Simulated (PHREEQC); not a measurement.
A solution holds 0.028 mol NH4HS and 0.15 mol H2SO4 per kg of water, at 65 °C. Closed to the air; pH follows from the charge balance.

Model: ion-association model, wateq4f.dat, run in PHREEQC.

Question: The ionic strength comes out as 0.175 mol/kgw. What activity coefficients do H+, NH4+, HSO4-, NH4SO4-, SO4-2 get?

Answer: H+ 0.79, NH4+ 0.73, HSO4- 0.72, NH4SO4- 0.73, SO4-2 0.28.

This is a speciation only: nothing precipitates in the calculation. At this temperature some constants are extrapolated from 25 °C, and those without enthalpy data are left unchanged. The polysulfide entries of wateq4f.dat were taken out for this run.
